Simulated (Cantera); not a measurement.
**Hydrocarbon pyrolysis for carbon deposition**

An isothermal, constant-pressure homogeneous reactor starts with C2H6 : H2 = 1 : 24 (molar parts), at 1373 K and 1.01 bar.

Computed with Cantera and GRI-Mech 3.0 (53 species, 325 reactions). GRI-Mech 3.0 stops at C3 and has no aromatics, soot or wall deposition, so with more carbon than oxygen in the feed, carbon stays in small species such as C2H2 where larger ones or solid carbon would form.

| t (s) | x C2H6 | x H2 | x C2H2 | x CH4 | x C2H | x CH3 |
|---|---|---|---|---|---|---|
| 0.000100 | 0.0322 | 0.959 | 2.10e-5 | 0.00316 | 1.21e-12 | 7.79e-5 |
| 0.000256 | 0.0195 | 0.956 | 0.000197 | 0.00950 | 1.16e-11 | 6.24e-5 |
| 0.000654 | 0.00643 | 0.953 | 0.000945 | 0.0164 | 4.56e-11 | 3.27e-5 |
| 0.00167 | 0.00136 | 0.951 | 0.00244 | 0.0195 | 6.64e-11 | 1.49e-5 |
| 0.00428 | 0.000540 | 0.951 | 0.00439 | 0.0208 | 7.57e-11 | 9.43e-6 |
| 0.0109 | 0.000414 | 0.950 | 0.00724 | 0.0224 | 1.10e-10 | 8.80e-6 |
| 0.0280 | 0.000313 | 0.949 | 0.0104 | 0.0252 | 1.37e-10 | 8.50e-6 |
| 0.0715 | 0.000242 | 0.947 | 0.0115 | 0.0297 | 1.28e-10 | 8.43e-6 |
| 0.183 | 0.000197 | 0.942 | 0.00999 | 0.0374 | 9.28e-11 | 8.77e-6 |
| 0.468 | 0.000140 | 0.936 | 0.00726 | 0.0490 | 5.14e-11 | 8.72e-6 |
| 1.20 | 7.64e-5 | 0.929 | 0.00410 | 0.0625 | 2.02e-11 | 7.71e-6 |
| 3.06 | 3.01e-5 | 0.924 | 0.00159 | 0.0732 | 5.37e-12 | 6.20e-6 |
| 7.82 | 1.40e-5 | 0.921 | 0.000603 | 0.0774 | 1.69e-12 | 5.43e-6 |
| 20.0 | 1.29e-5 | 0.921 | 0.000525 | 0.0777 | 1.45e-12 | 5.37e-6 |
x: mole fraction; the columns are a selection and need not sum to one.

Equilibrium at this temperature and pressure: C2H6 1.29e-5, H2 0.921, C2H2 0.000525, CH4 0.0777, C2H 1.45e-12, CH3 5.37e-6 (gas phase only).
